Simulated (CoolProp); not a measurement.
Properties of dodecamethylcyclohexasiloxane (D6) at several states.

Values from CoolProp's reference Helmholtz-energy equation of state, Colonna 2008. It is a short technical equation, of lower accuracy than the large ones.

```
T (K)  p (bar)   phase  density (kg/m³)  cv (kJ/(kg K))  Joule-Thomson coefficient (K/MPa)  expansivity (1/kK)  fugacity coefficient
-----  -------  ------  ---------------  --------------  ---------------------------------  ------------------  --------------------
348.9     3.57  liquid            913.4           1.510                            -0.3788               1.210            (withheld)
283.4    0.837  liquid       (withheld)      (withheld)                         (withheld)               1.114            (withheld)
368.2     1.26  liquid       (withheld)           1.546                         (withheld)               1.257            (withheld)
```

Q: What belongs in the gaps?

A: 
- 348.9, fugacity coefficient: 0.0005089
- 283.4, density (kg/m³): 984.6
- 283.4, cv (kJ/(kg K)): 1.404
- 283.4, Joule-Thomson coefficient (K/MPa): -0.4468
- 283.4, fugacity coefficient: 8.899e-6
- 368.2, density (kg/m³): 891.1
- 368.2, Joule-Thomson coefficient (K/MPa): -0.3527
- 368.2, fugacity coefficient: 0.004317
